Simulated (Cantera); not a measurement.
What does this Cantera script print?

```python
import numpy as np
import cantera as ct

gas_names = """
    H H2 Si SiH SiH2 SiH3 SiH4 Si2 Si3
""".split()
cond_names = """
    Si(cr) Si(L)
""".split()


# ... load() reads the species with a 1 bar reference pressure and builds the phases ...
atoms = {
    'Si3H8': {'Si': 3, 'H': 8},
    'H2': {'H': 2},
}
top_T = {}  # K; cautious upper limits of use, not melting points


# ... equilibrate(T, P, feed) seeds the gas with the atoms and calls Mixture.equilibrate('TP', solver="vcs", rtol=1e-11, max_steps=5000) ...
results = []
feed = {'Si3H8': 1, 'H2': 22}  # mol
T = 1550  # K
P = 11000  # Pa
mix = equilibrate(T, P, feed)
results.append((T, P, feed, dict(zip(mix.species_names, mix.species_moles))))
print(gas.report(threshold=0.001))
for i in range(1, mix.n_phases):
    print(f"{mix.phase(i).name:16s} {mix.phase_moles(i):12.5e} mol")
```

It prints:

```
       temperature   1550 K
          pressure   11000 Pa
           density   0.0017207 kg/m^3
  mean mol. weight   2.016 kg/kmol
   phase of matter   gas

                          1 kg             1 kmol
                     ---------------   ---------------
          enthalpy        1.8838e+07        3.7977e+07  J
   internal energy        1.2445e+07         2.509e+07  J
           entropy             98371        1.9832e+05  J/K
    Gibbs function       -1.3364e+08       -2.6941e+08  J
 heat capacity c_p             16149             32557  J/K
 heat capacity c_v             12025             24242  J/K

                      mass frac. Y      mole frac. X     chem. pot. / RT
                     ---------------   ---------------   ---------------
                H2            0.9999            0.9999           -20.906
     [   +8 minor]        9.9223e-05        9.8442e-05

Si(cr)            2.99991e+00 mol
```

Equilibrium computed with Cantera from the NASA thermochemical tables; the gas is ideal and each condensed phase is pure. The feed counts by its element totals alone.
